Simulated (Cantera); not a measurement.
Feed: 1 mol FeS, 5.3 mol H2, 0.14 mol H2O, held at 0.000440 bar.

These are equilibrium values from Cantera (NASA tables, ideal gas, pure condensed phases), not measurements of a reactor. Candidate condensed phases: Fe, FeO, Fe(OH)2, Fe(OH)3, FeS, FeSO4, FeS2, Fe2O3, Fe2(SO4)3, Fe3O4, H2O, H2SO4, S; 22 gas species. Metal and sulfide melt together well below either melting point, which pure phases cannot show. Mutual solubility and eutectic melting of coexisting phases are not modelled. FeS: taken at fixed stoichiometry. Gases not in the tables: S3 to S7. The numbers say what is thermodynamically allowed, not how fast it happens.

x: gas mole fraction; n: condensed amount in mol.

```
T (K)   x H2      x S2   x H2O     x H2S      x SH  n Fe(α)  n FeS(s)  n Fe(γ)  n FeS(l)
-----  -----  --------  ------  --------  --------  -------  --------  -------  --------
923    0.974   6.63e-9  0.0257  0.000556   3.11e-8  0.00302     0.997        0         0
973    0.973   5.29e-8  0.0257  0.000861   1.45e-7  0.00468     0.995        0         0
1023   0.973   3.46e-7  0.0257   0.00128   5.82e-7  0.00697     0.993        0         0
1073   0.972   1.93e-6  0.0257   0.00184   2.07e-6   0.0101     0.990        0         0
1123   0.972   9.33e-6  0.0257   0.00258   6.59e-6   0.0142     0.986        0         0
1173   0.971   3.94e-5  0.0257   0.00351   1.90e-5   0.0196     0.980        0         0
1223   0.969  0.000148  0.0257   0.00466   5.03e-5        0     0.973        ?         0
1273   0.968  0.000501  0.0257   0.00603  0.000123        0     0.961        ?         0
1323   0.965   0.00154  0.0257   0.00762  0.000281        0     0.940        ?         0
1373   0.960   0.00434  0.0256   0.00943  0.000603        0     0.898        ?         0
1423   0.950    0.0113  0.0254    0.0114   0.00122        0     0.805        ?         0
1473   0.932    0.0265  0.0249    0.0132   0.00228        0         0        ?     0.614
1523   0.904    0.0513  0.0241    0.0140   0.00382        0         0        ?     0.303
```

**Question.** Complete the blanks.

**Answer.** 
- 1223, n Fe(γ): 0.0272
- 1273, n Fe(γ): 0.0389
- 1323, n Fe(γ): 0.0599
- 1373, n Fe(γ): 0.102
- 1423, n Fe(γ): 0.194
- 1473, n Fe(γ): 0.385
- 1523, n Fe(γ): 0.694
